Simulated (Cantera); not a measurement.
# Titanium nitride, carbide and oxide coatings: Ti + CH4

Input: 1 mol Ti, a varied amount of CH4, held at 0.0975 Torr.

Cantera equilibrium calculation (NASA polynomials, part measured and part estimated; ideal gas, pure solids and liquids). Candidate condensed phases: C, C6H6, C7H8, C8H18, Ti, TiC; 77 gas species. Mutual solubility and eutectic melting of coexisting phases are not modelled. TiC: taken at fixed stoichiometry. Condensed phases not in the tables: N, O or C dissolved in the metal. The numbers say what is thermodynamically allowed, not how fast it happens.

Stable condensed phases:

```
T in K \ n(CH4) in mol
         0.23 0.27 0.31 0.36 0.42 0.49 0.57 0.67 0.78 0.91  1.1
   2150     A    A    B    B    B    B    B    B    B    B    C
   2050     A    A    A    A    A    A    A    A    B    B    C
   1950     A    A    A    A    A    A    A    A    A    A    C
   1850     A    A    A    A    A    A    A    A    A    A    C
   1750     A    A    A    A    A    A    A    A    A    A    C
   1650     A    A    A    A    A    A    A    A    A    A    C
   1550     A    A    A    A    A    A    A    A    A    A    C
   1450     A    A    A    A    A    A    A    A    A    A    C
   1350     A    A    A    A    A    A    A    A    A    A    C
   1250     A    A    A    A    A    A    A    A    A    A    C
   1150     A    A    A    A    A    A    A    A    A    A    C
   1050     A    A    A    A    A    A    A    A    A    A    C
```

A: Ti + TiC; B: TiC; C: C + TiC.
